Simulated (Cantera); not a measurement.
An isothermal, constant-pressure homogeneous reactor starts with 27.3 % H2, 15.2 % O2, 57.6 % N2, at 1200 K and 13300 Pa.

Cantera simulation using the H2/O2 subset of GRI-Mech 3.0, which has no nitrogen chemistry; the numbers are that mechanism's predictions, not measurements. The temperature is held fixed by assumption; the heat of reaction is taken as removed at once.

x: mole fraction; the columns are a selection and need not sum to one.

```tsv
t (s)	x H2	x O2	x O	x H	x OH
2.00e-5	0.273	0.152	1.31e-9	1.08e-8	7.27e-10
7.06e-5	0.273	0.152	3.17e-8	2.31e-7	1.70e-8
0.000249	0.268	0.149	0.000413	0.00300	0.000225
0.000879	0.0282	0.0387	0.00796	0.0522	0.00410
0.00310	0.00921	0.0224	0.00125	0.00610	0.00174
0.0110	(withheld)	0.0181	(withheld)	(withheld)	(withheld)
0.0387	0.000126	0.0176	1.17e-5	7.55e-6	0.000168
0.136	1.23e-5	0.0175	1.24e-6	2.49e-7	5.51e-5
0.482	(withheld)	0.0175	(withheld)	(withheld)	(withheld)
1.70	3.96e-7	0.0175	4.59e-8	1.64e-9	1.06e-5
6.00	1.25e-7	0.0175	1.43e-8	2.93e-10	5.94e-6
```

Task: Complete the blanks.

Result: 
- 0.0110, x H2: 0.00140
- 0.0110, x O: 0.000140
- 0.0110, x H: 0.000291
- 0.0110, x OH: 0.000577
- 0.482, x H2: 1.83e-6
- 0.482, x O: 2.02e-7
- 0.482, x H: 1.56e-8
- 0.482, x OH: 2.23e-5
